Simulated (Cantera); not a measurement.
Input: 1 mol Al₂O₃, 30 mol H₂, held at 1552 °C and 0.133 bar.

Method: chemical equilibrium by Gibbs-energy minimisation in Cantera with the NASA 1993 tables (ideal gas, pure condensed phases). Candidate condensed phases: Al, Al₂O₃, H₂O; 19 gas species. Rates play no part.

Base state: H₂ 0.999, H 0.00121, H₂O 3.61e-5, Al 1.62e-5 (mole fractions); condensed: Al₂O₃(s).

Task: What changes in the equilibrium state with this change: pressure from 0.133 bar to 9.30 mbar?

Result: 
| species | before | after |
|---|---|---|
| H₂ | 0.999 | 0.995 |
| H | 0.00121 | 0.00456 |
| H₂O | 3.61e-5 | 9.75e-5 |
| Al | 1.62e-5 | 5.22e-5 |
| Al₂O₃(s), mol | 1.000 | 0.999 |
